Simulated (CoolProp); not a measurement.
Ethylene at 298.15 K and 1.08 MPa is throttled through a valve to 0.439 MPa with no heat exchange. Each further row changes one setting.

Model: reference Helmholtz-energy equation of state, Smukala 2000, in CoolProp.

| case | temperature change (K) | final density (kg/m³) |
|---|---|---|
| as stated | [?] | [?] |
| outlet pressure 0.132 MPa | [?] | [?] |
| outlet pressure 0.571 MPa | [?] | [?] |

Task: Some entries are withheld; supply them.

Result: 
- as stated, temperature change (K): -6.8
- as stated, final density (kg/m³): 5.23
- outlet pressure 0.132 MPa, temperature change (K): -10.2
- outlet pressure 0.132 MPa, final density (kg/m³): 1.56
- outlet pressure 0.571 MPa, temperature change (K): -5.4
- outlet pressure 0.571 MPa, final density (kg/m³): 6.82
